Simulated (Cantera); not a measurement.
Feed: 1 mol FeS2, 2.7 mol SO2, 2.4 mol O2, held at 8.70 bar.

Cantera equilibrium calculation (NASA polynomials, part measured and part estimated; ideal gas, pure solids and liquids). Candidate condensed phases: Fe, FeO, FeS, FeSO4, FeS2, Fe2O3, Fe2(SO4)3, Fe3O4, S; 12 gas species. Equilibrium is a limit: real reactors are often held back by kinetics, nucleation or transport. All values below are at 1498 K.

Base state: SO2 0.968, S2 0.0248, S2O 0.00528, SO 0.00193 (mole fractions); condensed: Fe3O4(s).

**Question.** What changes in the equilibrium state with this change: O2 from 2.4 to 0.23 mol?

**Answer.** 
```json
[
 {"species": "SO2", "before": "0.968", "after": "0.878"},
 {"species": "S2", "before": "0.0248", "after": "0.105"},
 {"species": "S2O", "before": "0.00528", "after": "0.0148"},
 {"species": "SO", "before": "0.00193", "after": "0.00263"},
 {"species": "Fe3O4(s), mol", "before": "0.333", "after": "0"},
 {"species": "FeS(l), mol", "before": "0", "after": "1.00"}
]
```
FeS: taken at fixed stoichiometry.
